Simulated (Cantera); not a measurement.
Ignition delay

Mixture: 8.83 % C2H4, 16.6 % O2, 62.2 % N2, 12.4 % H2O, equivalence ratio 1.6, at 3.70 bar, adiabatic and at constant pressure. Ignition delay is the time to a rise of 400 K.

Detailed kinetics in Cantera: GRI-Mech 3.0 (53 species, 325 reactions). GRI-Mech 3.0 was tuned for natural gas; its chemistry of ethylene as a main component is partial and can be far from experiment.

```tsv
T0 (K)	delay (ms)
1450	0.0125
1525	0.00797
1600	0.00570
1675	0.00436
1750	0.00347
```

```yaml
apparent activation energy between 1600 and 1750 K: 77 kJ/mol
```
